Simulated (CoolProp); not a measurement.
Vapour-liquid equilibrium of n-butane (1) + cis-2-butene (2) at 1.77 MPa; x and y are mole fractions of (1).

The numbers come from the multi-fluid Helmholtz-energy mixture model, Bücker 2006 and Lemmon 2005; pair parameters Bell 2016 in CoolProp.

Question: Give the bubble temperature and the first vapour's composition at x = 0.05, 0.2, 0.65. Is there an azeotrope?

Answer: x = 0.05: 384.2 K, y = 0.054; x = 0.2: 383.3 K, y = 0.211; x = 0.65: 381.6 K, y = 0.657. No azeotrope shows between x = 0.05 and 0.95.

Pair parameters are fitted to limited data, so mixtures are less certain than the pure fluids.
